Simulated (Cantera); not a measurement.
A closed system holds: 1 mol SiH₂Cl₂, 15 mol H₂, equilibrated at 3.10 mbar.

Equilibrium computed with Cantera from the NASA thermochemical tables; the gas is ideal and each condensed phase is pure. Candidate condensed phases: Si; 19 gas species. Gases not in the tables: Si₂H₆ and higher silanes. Equilibrium is a limit: real reactors are often held back by kinetics, nucleation or transport.

Problem. Which condensed phases are stable at each of these points (T (K)): 1050, 1100, 1150, 1200, 1250, 1300, 1350, 1400, 1450, 1500, 1550, 1600, 1650, 1700?

Solution. 
| T (K) | condensed phases | Si condensed (%) |
|---|---|---|
| 1050 | Si(s) | 63.4 |
| 1100 | Si(s) | 66.2 |
| 1150 | Si(s) | 67.8 |
| 1200 | Si(s) | 68.3 |
| 1250 | Si(s) | 68.0 |
| 1300 | Si(s) | 67.4 |
| 1350 | Si(s) | 66.7 |
| 1400 | Si(s) | 66.0 |
| 1450 | Si(s) | 65.4 |
| 1500 | Si(s) | 64.7 |
| 1550 | Si(s) | 64.1 |
| 1600 | Si(s) | 63.5 |
| 1650 | Si(s) | 62.8 |
| 1700 | Si(l) | 62.4 |

From 1050 K to 1650 K the condensed part is Si(s). At 1700 K the condensed part is Si(l).
